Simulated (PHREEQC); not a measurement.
Make-up at 20 °C: 160 mmol/kgw TMAH, 0.7 mmol/kgw K2SiO3 and 72 mmol/kgw K3PO4. Closed to the air; pH follows from the charge balance.

All values are PHREEQC results (ion-association model, phreeqc.dat), not measurements.

Q: The ionic strength comes out as 0.592 mol/kgw. What activity coefficients do HPO4-2, H3SiO4-, H2SiO4-2, K+, PO4-3 get?

A: HPO4-2 0.21, H3SiO4- 0.64, H2SiO4-2 0.22, K+ 0.63, PO4-3 0.018.

No solid was allowed to form. Complexes and solids missing from the database can't appear. (CH3)4N+ isn't in the database: it is added as a free cation with an ion size of 4 Å.
